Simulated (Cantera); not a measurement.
A closed system holds: 1 mol Mg(OH)₂, 0.21 mol H₂, held at 0.00420 bar.

These are equilibrium values from Cantera (NASA tables, ideal gas, pure condensed phases), not measurements of a reactor. Candidate condensed phases: H₂O, Mg, MgO, Mg(OH)₂; 15 gas species. Equilibrium is a limit: real reactors are often held back by kinetics, nucleation or transport. All values below are at 1227 °C.

Base state: H₂O 0.826, H₂ 0.173, H 0.000113, OH 1.54e-5 (mole fractions); condensed: MgO(s).

Question: What changes in the equilibrium state with this change: Mg(OH)₂ replaced by MgSO₄?

Answer: 
| species | before | after |
|---|---|---|
| SO₂ | 0 | 0.622 |
| O₂ | 1.93e-8 | 0.246 |
| H₂O | 0.826 | 0.131 |
| H₂ | 0.173 | 7.70e-6 |
| SO₃ | 0 | 0.000747 |
| O | 8.70e-9 | 3.10e-5 |
| H | 0.000113 | 7.54e-7 |
| OH | 1.54e-5 | 0.000365 |
| MgO(s), mol | 1.00 | 1.00 |
Further candidate phases: H₂SO₄, MgS, MgSO₄, S.
